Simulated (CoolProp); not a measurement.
Vapour-liquid equilibrium of dimethyl ether (1) + R236FA (2) at 2.6 kPa; x and y are mole fractions of (1).

Model: multi-fluid Helmholtz-energy mixture model, Wu 2011 and Pan 2012; pair parameters Bell 2016, in CoolProp.

Give the bubble temperature and the first vapour's composition at x = 0.2, 0.875, 0.95. Is there an azeotrope?

x = 0.2: -66.8 °C, y = 0.347; x = 0.875: -83.5 °C, y = 0.993; x = 0.95: -84.8 °C, y = 0.998. No azeotrope shows between x = 0.05 and 0.95.

Pair parameters are fitted to limited data, so mixtures are less certain than the pure fluids.
